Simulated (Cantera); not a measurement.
Feed: 1 mol CH₃Cl, held at 1400 K and 1.33 mbar.

Method: chemical equilibrium by Gibbs-energy minimisation in Cantera with the NASA 1993 tables (ideal gas, pure condensed phases). Candidate condensed phases: C, C₆H₆, C₇H₈, C₈H₁₈; 91 gas species. Kinetics and transport are ignored.

Base state: H₂ 0.500, HCl 0.500, H 9.42e-5, Cl 7.75e-5 (mole fractions); condensed: C(graphite).

Q: What changes in the equilibrium state with this change: temperature from 1400 K to 725 K?

A: 
```tsv
species	before	after
HCl	0.500	0.501
H₂	0.500	0.497
CH₄	1.44e-6	0.00169
H	9.42e-5	<1e-9
Cl	7.75e-5	<1e-9
C(graphite), mol	1.000	0.997
```
